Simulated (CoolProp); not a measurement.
Values from CoolProp's reference Helmholtz-energy equation of state, Lemmon 2006. It is a short technical equation, of lower accuracy than the large ones.

Problem. For hydrogen sulfide, give the phase and the density (kg/m³), cv (kJ/(kg K)), Joule-Thomson coefficient (K/MPa), isothermal compressibility (1/MPa) at 313.3 K and 22.2 MPa; 420.8 K and 22.2 MPa.

Solution. 
- 313.3 K and 22.2 MPa: liquid; density 791, cv 1.07, Joule-Thomson coefficient -0.116, isothermal compressibility 0.00275
- 420.8 K and 22.2 MPa: supercritical; density 480, cv 1.03, Joule-Thomson coefficient 1.75, isothermal compressibility 0.0311
